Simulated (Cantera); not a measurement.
## Thermodynamics of nitride etching, feed BN + Cl2 + F2

Input: 1 mol BN, 8.8 mol Cl2, 6.9 mol F2, held at 0.0600 bar.

Method: chemical equilibrium by Gibbs-energy minimisation in Cantera with the NASA 1993 tables (ideal gas, pure condensed phases). Candidate condensed phases: B, BN; 21 gas species. Rates play no part.

```json
[
 {"T (K)": "900", "log p ClF": "-1.38", "log p Cl2": "-1.89", "log p BF3": "-2.42", "log p F": "-5.10", "log p Cl": "-5.07", "log p N2": "-2.72"},
 {"T (K)": "950", "log p ClF": "-1.38", "log p Cl2": "-1.89", "log p BF3": "-2.42", "log p F": "-4.69", "log p Cl": "-4.70", "log p N2": "-2.72"},
 {"T (K)": "1000", "log p ClF": "-1.39", "log p Cl2": "-1.89", "log p BF3": "-2.42", "log p F": "-4.33", "log p Cl": "-4.35", "log p N2": "-2.72"},
 {"T (K)": "1050", "log p ClF": "-1.39", "log p Cl2": "-1.89", "log p BF3": "-2.42", "log p F": "-4.00", "log p Cl": "-4.04", "log p N2": "-2.72"},
 {"T (K)": "1100", "log p ClF": "-1.39", "log p Cl2": "-1.89", "log p BF3": "-2.42", "log p F": "-3.70", "log p Cl": "-3.76", "log p N2": "-2.72"},
 {"T (K)": "1150", "log p ClF": "-1.39", "log p Cl2": "-1.89", "log p BF3": "-2.42", "log p F": "-3.43", "log p Cl": "-3.51", "log p N2": "-2.72"},
 {"T (K)": "1200", "log p ClF": "-1.40", "log p Cl2": "-1.89", "log p BF3": "-2.42", "log p F": "-3.18", "log p Cl": "-3.27", "log p N2": "-2.72"},
 {"T (K)": "1250", "log p ClF": "-1.40", "log p Cl2": "-1.89", "log p BF3": "-2.43", "log p F": "-2.95", "log p Cl": "-3.05", "log p N2": "-2.73"},
 {"T (K)": "1300", "log p ClF": "-1.42", "log p Cl2": "-1.89", "log p BF3": "-2.43", "log p F": "-2.75", "log p Cl": "-2.85", "log p N2": "-2.73"},
 {"T (K)": "1350", "log p ClF": "-1.43", "log p Cl2": "-1.89", "log p BF3": "-2.44", "log p F": "-2.57", "log p Cl": "-2.67", "log p N2": "-2.74"}
]
```
log p: log10 of the partial pressure in bar; nothing condenses.

From 900 K to 1350 K nothing is condensed. The main B-bearing gas is BF3 throughout.
